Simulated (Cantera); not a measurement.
Charge: 1 mol C2H2, 1.4 mol H2O, 1 mol N2, 0.24 mol CO2, equilibrated at 1825 K and 1.73 Torr.

Cantera equilibrium calculation (NASA polynomials, part measured and part estimated; ideal gas, pure solids and liquids). Candidate condensed phases: C, C6H6, C7H8, C8H18, H2O; 136 gas species. Equilibrium is a limit: real reactors are often held back by kinetics, nucleation or transport.

Base state: H2 0.449, CO 0.355, N2 0.188, H 0.00615, HCN 0.00201, C2H2 (acetylene) 9.64e-5, HNC 8.06e-5 (mole fractions); condensed: C(graphite).

### Question
What changes in the equilibrium state with this change: temperature from 1825 K to 1748.15 K?

### Answer
```
species            before    after
----------------  -------  -------
H2                  0.449    0.451
CO                  0.355    0.355
N2                  0.188    0.188
H                 0.00615  0.00321
HCN               0.00201  0.00138
C2H2 (acetylene)  9.64e-5  5.10e-5
HNC               8.06e-5  4.65e-5
C(graphite), mol    0.348    0.352
```

### Question
What changes in the equilibrium state with this change: 0.024 mol H2S added?

### Answer
| species | before | after |
|---|---|---|
| H2 | 0.449 | 0.449 |
| CO | 0.355 | 0.352 |
| N2 | 0.188 | 0.186 |
| CS | 0 | 0.00375 |
| SH | 0 | 0.000174 |
| CS2 | 0 | 0.000139 |
| H2S | 0 | 0.000119 |
| S | 0 | 0.000105 |
| C(graphite), mol | 0.348 | 0.327 |
Further candidate phases: H2SO4, S.

### Question
What changes in the equilibrium state with this change: pressure from 1.73 Torr to 0.750 Torr?

### Answer
```csv
species,before,after
H2,0.449,0.447
CO,0.355,0.354
N2,0.188,0.187
H,0.00615,0.00931
C2H2 (acetylene),9.64e-5,9.59e-5
HNC,8.06e-5,8.04e-5
HCN,0.00201,0.00200
"C(graphite), mol",0.348,0.348
```
